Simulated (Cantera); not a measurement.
A closed system holds: 1 mol CH3SiH3, 0.27 mol C3H8, 1.7 mol H2, at 2.70 Torr.

Equilibrium computed with Cantera from the NASA thermochemical tables; the gas is ideal and each condensed phase is pure. Candidate condensed phases: C, C6H6, C7H8, C8H18, Si, SiC; 87 gas species. The feed counts by its element totals alone. Gases not in the tables: Si2H6 and higher silanes. Kinetics and transport are ignored.

x: gas mole fraction; n: condensed amount in mol.

```csv
T (K),x H2,x H,x Si,x SiC2,x C2H2 (acetylene),n C(graphite),n SiC(s)
925,0.999,4.34e-9,<1e-12,<1e-12,1.27e-10,0.805,1.00
1125,1.000,7.41e-7,<1e-12,<1e-12,2.30e-8,0.809,1.00
1325,1.000,2.73e-5,8.81e-11,<1e-12,8.51e-7,0.810,1.00
1525,1.000,0.000394,4.21e-8,9.07e-11,1.21e-5,0.810,1.00
1725,0.997,0.00309,4.75e-6,4.38e-8,9.18e-5,0.809,1.000
1925,0.984,?,?,?,?,0.806,0.999
2125,0.935,0.0585,0.00408,0.000292,0.00157,0.816,0.971
2325,?,?,?,?,?,?,?
2525,0.532,0.341,0.0902,0.0251,0.00639,1.26,0
```

### Question
What belongs in the gaps?

### Answer

- 2325, x H2: 0.772
- 2325, x H: 0.161
- 2325, x Si: 0.0496
- 2325, x SiC2: 0.00745
- 2325, x C2H2 (acetylene): 0.00378
- 2325, n C(graphite): 1.08
- 2325, n SiC(s): 0.548
- 1925, x H: 0.0158
- 1925, x Si: 0.000199
- 1925, x SiC2: 5.71e-6
- 1925, x C2H2 (acetylene): 0.000450
